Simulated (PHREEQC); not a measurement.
A solution holds 0.23 mol HF, 0.001 mol (CH3)4NF, 1.8e-05 mol H4SiO4 and 3e-05 mol HCl per kg of water, at 25 °C. Closed to the air; pH follows from the charge balance.

Equilibrium calculation in PHREEQC: ion-association model, phreeqc.dat.

No solid was allowed to form.

Task: Predict the pH.

Result: pH 1.81.

Task: In which forms is F present?

Result: HF 89 %, HF2- 6.9 %, F- 4.4 % of the F.

(CH3)4N+ isn't in the database: it is added as a free cation with an ion size of 4 Å. SiF6-2 is the database's only silicon fluoride.
